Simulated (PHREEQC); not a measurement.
Solution (25 °C): 0.072 mol HCl, 0.064 mol Al2(SO4)3 and 0.0001 mol Fe2(SO4)3 per kg of water. Closed to the air; pH follows from the charge balance.

Computed with PHREEQC (ion-association model, wateq4f.dat).

Task: The ionic strength comes out as 0.283 mol/kgw. What activity coefficients do Cl-, H+, FeHSO4+2, HSO4-, FeCl+2 get?

Result: Cl- 0.69, H+ 0.79, FeHSO4+2 0.29, HSO4- 0.70, FeCl+2 0.26.

This is a speciation only: nothing precipitates in the calculation. Saturation is exceeded, for instance for Hematite (slow to form); the values hold only as long as no solid forms.
